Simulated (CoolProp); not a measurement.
Saturated liquid density (kg/m³) of chlorine: the reference equation beside estimates from Tc = 416.9 K, pc = 7.642 MPa, ω = 0.070. Rackett uses Z = 0.29056 − 0.08775 ω.

Values from CoolProp's reference Helmholtz-energy equation of state, Thol 2021.

| T (K) | reference | Rackett | van der Waals | Redlich-Kwong | Soave-Redlich-Kwong | Peng-Robinson |
|---|---|---|---|---|---|---|
| 288.6 | 1422 | 1349 | 898.3 | 1304 | 1307 | 1480 |
| 293.5 | 1407 | 1336 | 889.2 | 1288 | 1292 | 1463 |
| 298.3 | 1392 | 1322 | 880.1 | 1272 | 1276 | 1446 |
| 303.1 | 1377 | 1309 | 870.7 | 1255 | 1260 | 1428 |
| 308 | 1362 | 1295 | 861.0 | 1238 | 1243 | 1409 |
| 312.8 | 1346 | 1281 | 851.2 | 1220 | 1226 | 1390 |
| 317.7 | 1330 | 1266 | 840.9 | 1202 | 1209 | 1370 |
| 322.5 | 1314 | 1251 | 830.6 | 1183 | 1191 | 1350 |

Absolute difference from the reference over all 8 rows, mean and median: Rackett 4.9 and 4.9 %, van der Waals 36.8 and 36.8 %, Redlich-Kwong 9.0 and 9.0 %, Soave-Redlich-Kwong 8.7 and 8.6 %, Peng-Robinson 3.5 and 3.6 %.
